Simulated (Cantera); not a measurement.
# Premixed flame

A freely propagating, adiabatic, planar premixed flame of H2 : O2 : N2 = 1 : 0.725 : 2.72 (molar parts), unburnt at 650 K and 3750 Torr; mixture-averaged transport, grid criteria slope 0.08 and curve 0.16, no radiation.

Computed with Cantera and the H2/O2 subset of GRI-Mech 3.0, which has no nitrogen chemistry. The hydrogen kinetics of GRI-Mech 3.0 are dated; newer H2 mechanisms differ, most at raised pressure. Burning velocities carry a grid error of a few per cent, more on coarse grids. Lean hydrogen flames are cellular in practice and burn faster than this planar one.

| z (mm) | T (K) | u (m/s) | x H2 | x O2 | x O | x H2O2 | x HO2 | x H2O |
|---|---|---|---|---|---|---|---|---|
| -0.177 | 650 | 4.75 | 0.225 | 0.163 | <1e-8 | <1e-8 | <1e-8 | 2.24e-8 |
| -0.118 | 650 | 4.75 | 0.225 | 0.163 | <1e-8 | <1e-8 | 4.95e-8 | 7.68e-7 |
| -0.0885 | 650 | 4.74 | 0.223 | 0.163 | <1e-8 | 3.22e-8 | 7.80e-7 | 9.09e-6 |
| -0.0590 | 652 | 4.73 | 0.219 | 0.164 | 9.69e-8 | 4.54e-7 | 1.08e-5 | 9.77e-5 |
| -0.0295 | 729 | 5.14 | 0.190 | 0.167 | 2.18e-5 | 3.76e-5 | 0.000636 | 0.00656 |
| -0.0147 | 1003 | 6.85 | 0.144 | 0.157 | 0.000488 | 7.90e-5 | 0.000677 | 0.0410 |
| 0 | 1392 | 9.32 | 0.0828 | 0.124 | 0.00337 | 2.23e-5 | 0.000375 | 0.112 |
| 0.0147 | 1675 | 11.1 | 0.0386 | 0.0876 | 0.00703 | 5.55e-6 | 0.000206 | 0.173 |
| 0.0295 | 1837 | 12.2 | 0.0208 | 0.0703 | 0.00821 | 3.37e-6 | 0.000127 | 0.202 |
| 0.0590 | 1998 | 13.1 | 0.0118 | 0.0616 | 0.00669 | 2.03e-6 | 6.90e-5 | 0.219 |
| 0.118 | 2125 | 13.9 | 0.00686 | 0.0591 | 0.00382 | 1.28e-6 | 3.39e-5 | 0.231 |
| 0.236 | 2203 | 14.3 | 0.00327 | 0.0584 | 0.00176 | 8.36e-7 | 1.57e-5 | 0.239 |
| 0.472 | 2241 | 14.5 | 0.00141 | 0.0585 | 0.000769 | 6.00e-7 | 8.50e-6 | 0.244 |
x: mole fraction of selected species; z is measured from the peak of heat release.

```json
{
  "laminar_burning_velocity": "475 cm/s",
  "thermal_thickness": "0.0590 mm",
  "peak x(O)": "0.00822",
  "peak x(H2O2)": "7.99e-5",
  "peak x(HO2)": "0.000820",
  "grid_points": "108"
}
```
